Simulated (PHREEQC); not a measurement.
A column of 1 m (30 cells, dispersivity 0.08 m, 300 s a shift, diffusion coefficient 3e-10 m²/s) holds 0.0073 eq of the database's cation exchanger X per kg of pore water, first in equilibrium with 0.047 mol/kgw MnCl2, 0.0021 mol/kgw MgCl2 and 1e-05 mol/kgw HCl. It is flushed with 4.6 mmol/kgw KBr, 8.8 mmol/kgw MnCl2 and 0.01 mmol/kgw HCl, at 25 °C. Values are for the last cell. No CO2 enters from the air. Nothing may precipitate in this run.

Base run: PHREEQC, ion-association model, phreeqc.dat. Each further column changes one thing. The table gives K in solution (mol/kgw).

```json
[
 {"pore volumes": "0", "base": "0", "exchange capacity from 0.0073 to 0.0037 eq/kgw": "0", "dispersivity from 0.08 to 0.16 m": "0"},
 {"pore volumes": "0.3167", "base": "2.69e-6", "exchange capacity from 0.0073 to 0.0037 eq/kgw": "?", "dispersivity from 0.08 to 0.16 m": "5.15e-5"},
 {"pore volumes": "0.6167", "base": "0.000406", "exchange capacity from 0.0073 to 0.0037 eq/kgw": "?", "dispersivity from 0.08 to 0.16 m": "0.000833"},
 {"pore volumes": "0.9167", "base": "0.00162", "exchange capacity from 0.0073 to 0.0037 eq/kgw": "?", "dispersivity from 0.08 to 0.16 m": "0.00197"},
 {"pore volumes": "1.217", "base": "0.00276", "exchange capacity from 0.0073 to 0.0037 eq/kgw": "0.00310", "dispersivity from 0.08 to 0.16 m": "?"},
 {"pore volumes": "1.517", "base": "0.00353", "exchange capacity from 0.0073 to 0.0037 eq/kgw": "0.00383", "dispersivity from 0.08 to 0.16 m": "0.00346"},
 {"pore volumes": "1.817", "base": "0.00400", "exchange capacity from 0.0073 to 0.0037 eq/kgw": "?", "dispersivity from 0.08 to 0.16 m": "0.00385"},
 {"pore volumes": "2.117", "base": "0.00428", "exchange capacity from 0.0073 to 0.0037 eq/kgw": "0.00442", "dispersivity from 0.08 to 0.16 m": "0.00411"},
 {"pore volumes": "2.417", "base": "0.00444", "exchange capacity from 0.0073 to 0.0037 eq/kgw": "0.00452", "dispersivity from 0.08 to 0.16 m": "?"},
 {"pore volumes": "2.717", "base": "0.00452", "exchange capacity from 0.0073 to 0.0037 eq/kgw": "0.00456", "dispersivity from 0.08 to 0.16 m": "0.00440"},
 {"pore volumes": "3.017", "base": "0.00456", "exchange capacity from 0.0073 to 0.0037 eq/kgw": "0.00458", "dispersivity from 0.08 to 0.16 m": "0.00447"}
]
```

Fill in the missing entries.


- 0.3167, exchange capacity from 0.0073 to 0.0037 eq/kgw: 4.20e-6
- 0.6167, exchange capacity from 0.0073 to 0.0037 eq/kgw: 0.000513
- 0.9167, exchange capacity from 0.0073 to 0.0037 eq/kgw: 0.00190
- 1.217, dispersivity from 0.08 to 0.16 m: 0.00286
- 1.817, exchange capacity from 0.0073 to 0.0037 eq/kgw: 0.00422
- 2.417, dispersivity from 0.08 to 0.16 m: 0.00429
